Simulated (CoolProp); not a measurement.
Carbon monoxide at 446.26 K and 0.218 MPa is throttled through a valve to 0.0386 MPa with no heat exchange. Each further row changes one setting.

Computed with CoolProp (reference Helmholtz-energy equation of state, Lemmon 2006). It is a short technical equation, of lower accuracy than the large ones.

```json
[
 {"case": "as stated", "final density (kg/m³)": "…"},
 {"case": "outlet pressure 0.0116 MPa", "final density (kg/m³)": "…"},
 {"case": "outlet pressure 0.0502 MPa", "final density (kg/m³)": "…"}
]
```

Q: What belongs in the gaps?

A: 
- as stated, final density (kg/m³): 0.291
- outlet pressure 0.0116 MPa, final density (kg/m³): 0.0876
- outlet pressure 0.0502 MPa, final density (kg/m³): 0.379
